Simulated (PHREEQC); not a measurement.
Make-up at 25 °C: 0.23 mol/kgw CuCl2, 1.9 mol/kgw HNO3 and 0.0039 mol/kgw FeCl3. Closed to the air; pH follows from the charge balance.

Model: ion-association model, phreeqc.dat, run in PHREEQC.

```
quantity           before     after
---------------  --------  --------
pH                  -0.14      1.78
Cl- (mol/kgw)       0.427   0.00470
Cu+2 (mol/kgw)      0.190   0.00228
CuCl+ (mol/kgw)    0.0381   1.62e-5
CuCl2 (mol/kgw)   0.00155   2.97e-8
CuOH+ (mol/kgw)  3.86e-10  8.98e-10
```

Task: Name the change that produced these shifts.
(A) diluted 5-fold with water
(B) FeCl3 from 0.0039 to 0.00585 mol/kgw
(C) temperature from 25 to 20 °C
(D) temperature from 25 to 35 °C
(E) diluted 100-fold with water

Result: E, diluted 100-fold with water

This is a speciation only: nothing precipitates in the calculation. The ionic strength passes 0.7 mol/kgw, the rough limit of the ion-association models, in before. Some of these states are supersaturated (in Hematite (slow to form), Goethite (slow to form), for instance).
